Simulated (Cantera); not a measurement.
An isothermal, constant-pressure homogeneous reactor starts with CH2O : O2 : N2 = 0.014 : 0.043 : 1 (molar parts), at 1375 K and 750 Torr. Integrator tolerance rtol = 1e-08.

Computed with Cantera and GRI-Mech 3.0 (53 species, 325 reactions).

### Question
What does this change do: 0.022 parts H2O added?

### Answer
```csv
quantity,before,after
x(CH2O) at 200 s,<1e-12 (gas-phase equilibrium <1e-12),<1e-12 (gas-phase equilibrium <1e-12)
x(O2) at 200 s,0.0274 (gas-phase equilibrium 0.0273),0.0269 (gas-phase equilibrium 0.0268)
x(C2H4) at 200 s,<1e-12 (gas-phase equilibrium <1e-12),<1e-12 (gas-phase equilibrium <1e-12)
x(N2O) at 200 s,1.75e-8 (gas-phase equilibrium 1.75e-8),1.70e-8 (gas-phase equilibrium 1.70e-8)
x(NO) at 200 s,1.52e-6 (gas-phase equilibrium 0.000249),9.60e-7 (gas-phase equilibrium 0.000244)
x(CO2) at 200 s,0.0132 (gas-phase equilibrium 0.0132),0.0130 (gas-phase equilibrium 0.0130)
x(C2H2) at 200 s,<1e-12 (gas-phase equilibrium <1e-12),<1e-12 (gas-phase equilibrium <1e-12)
```
